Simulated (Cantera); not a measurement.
Charge: 1 mol SiHCl3, 0.56 mol C3H8, 4.2 mol H2, 0.031 mol HCl, at 0.170 bar.

Equilibrium computed with Cantera from the NASA thermochemical tables; the gas is ideal and each condensed phase is pure. Candidate condensed phases: C, C6H6, C7H8, C8H18, Si, SiC; 109 gas species. Gases not in the tables: Si2H6 and higher silanes. Rates play no part.

### Question
What share of the Si ends up in condensed phases as a function of T (°C), at 1100, 1200, 1300, 1400, 1500, 1600, 1700, 1800, 1900, 2000, 2100, 2200, 2300, 2400?

### Answer
```
T (°C)  Si condensed (%)      as
------  ----------------  ------
1100                89.3  SiC(s)
1200                92.6  SiC(s)
1300                92.7  SiC(s)
1400                91.4  SiC(s)
1500                89.2  SiC(s)
1600                86.5  SiC(s)
1700                83.5  SiC(s)
1800                80.2  SiC(s)
1900                76.6  SiC(s)
2000                72.6  SiC(s)
2100                67.3  SiC(s)
2200                58.5  SiC(s)
2300                39.9  SiC(s)
2400                 0.0       -
```
